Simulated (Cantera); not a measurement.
A perfectly stirred reactor is fed with CH4 : H2 = 1 : 1.1 (molar parts), at 2670 Pa; it is held at 1950 K, and followed from long to short residence time.

Detailed kinetics in Cantera: GRI-Mech 3.0 (53 species, 325 reactions). GRI-Mech 3.0 stops at C3 and has no aromatics, soot or wall deposition, so with more carbon than oxygen in the feed, carbon stays in small species such as C2H2 where larger ones or solid carbon would form. Radical loss at walls, strong at low pressure, is not modelled.

**Question.** What does this change do: pressure from 2670 Pa to 150000 Pa?

**Answer.** 
```tsv
quantity	before	after
x(CH4) at τ = 6.60 s	0.00309	0.00963
x(H2) at τ = 6.60 s	0.831	0.831
x(CH2) at τ = 6.60 s	3.41e-6	2.55e-7
x(C2H4) at τ = 6.60 s	3.71e-5	0.00174
x(C2H6) at τ = 6.60 s	1.02e-7	1.42e-6
x(CH4) at τ = 43.0 ms	0.0747	0.0319
x(H2) at τ = 43.0 ms	0.783	0.816
x(CH2) at τ = 43.0 ms	1.34e-5	7.34e-7
x(C2H4) at τ = 43.0 ms	0.00109	0.00173
x(C2H6) at τ = 43.0 ms	2.72e-5	1.05e-5
```

**Question.** What does this change do: CH4 1 to 0.61 parts?

**Answer.** 
```
quantity                 before     after
----------------------  -------  --------
x(CH4) at τ = 6.60 s    0.00309   0.00282
x(H2) at τ = 6.60 s       0.831     0.861
x(CH2) at τ = 6.60 s    3.41e-6   3.08e-6
x(C2H4) at τ = 6.60 s   3.71e-5   3.10e-5
x(C2H6) at τ = 6.60 s   1.02e-7   8.29e-8
x(CH4) at τ = 43.0 ms    0.0747    0.0654
x(H2) at τ = 43.0 ms      0.783     0.822
x(CH2) at τ = 43.0 ms   1.34e-5   1.27e-5
x(C2H4) at τ = 43.0 ms  0.00109  0.000830
x(C2H6) at τ = 43.0 ms  2.72e-5   2.10e-5
```

**Question.** What does this change do: H2 1.1 to 9 parts?

**Answer.** 
| quantity | before | after |
|---|---|---|
| x(CH4) at τ = 6.60 s | 0.00309 | 0.00168 |
| x(H2) at τ = 6.60 s | 0.831 | 0.947 |
| x(CH2) at τ = 6.60 s | 3.41e-6 | 1.83e-6 |
| x(C2H4) at τ = 6.60 s | 3.71e-5 | 1.14e-5 |
| x(C2H6) at τ = 6.60 s | 1.02e-7 | 2.77e-8 |
| x(CH4) at τ = 43.0 ms | 0.0747 | 0.0317 |
| x(H2) at τ = 43.0 ms | 0.783 | 0.932 |
| x(CH2) at τ = 43.0 ms | 1.34e-5 | 8.97e-6 |
| x(C2H4) at τ = 43.0 ms | 0.00109 | 0.000206 |
| x(C2H6) at τ = 43.0 ms | 2.72e-5 | 5.33e-6 |
